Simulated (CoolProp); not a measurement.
Vapour-liquid equilibrium of R22 (1) + dimethyl ether (2) at 316.9 K; x and y are mole fractions of (1).

The numbers come from the multi-fluid Helmholtz-energy mixture model, Kamei 1995 and Wu 2011; pair parameters Bell 2016 in CoolProp.

```tsv
x	bubble pressure (bar)	y at the bubble point	dew pressure at overall composition x (bar)	liquid density (mol/L)
0.05	9.707	0.044	9.696	13.70
0.15	9.577	0.141	9.570	13.76
0.25	9.544	0.254	9.543	13.79
0.35	(withheld)	0.381	9.617	13.81
0.45	9.988	0.516	9.799	13.80
0.55	10.59	0.648	(withheld)	13.76
0.65	11.50	0.767	10.60	13.68
0.75	12.74	(withheld)	11.34	(withheld)
0.85	14.26	0.935	12.52	(withheld)
0.95	15.94	0.983	(withheld)	13.05
```

Problem. What belongs in the gaps?

Solution. 
- 0.35, bubble pressure (bar): 9.661
- 0.55, dew pressure at overall composition x (bar): 10.11
- 0.75, y at the bubble point: 0.864
- 0.75, liquid density (mol/L): 13.54
- 0.85, liquid density (mol/L): 13.34
- 0.95, dew pressure at overall composition x (bar): 14.70

y crosses x between x = 0.15 and 0.25: the model has an azeotrope there.

Pair parameters are fitted to limited data, so mixtures are less certain than the pure fluids.
